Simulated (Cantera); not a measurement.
An isothermal, constant-pressure homogeneous reactor starts with 75.8 % CH4, 24.2 % H2O, at 1325 K and 1.01 bar.

Computed with Cantera and GRI-Mech 3.0 (53 species, 325 reactions). GRI-Mech 3.0 stops at C3 and has no aromatics, soot or wall deposition, so with more carbon than oxygen in the feed, carbon stays in small species such as C2H2 where larger ones or solid carbon would form.

Task: Predict: x(CH4) at 50.0 s; x(H2O) at 50.0 s; x(C2H4) at 50.0 s.

Result: 
```json
{
  "x(CH4) at 50.0 s": "0.363 (gas-phase equilibrium 0.290)",
  "x(H2O) at 50.0 s": "0.181 (gas-phase equilibrium 3.90e-6)",
  "x(C2H4) at 50.0 s": "0.0465 (gas-phase equilibrium 0.0117)"
}
```
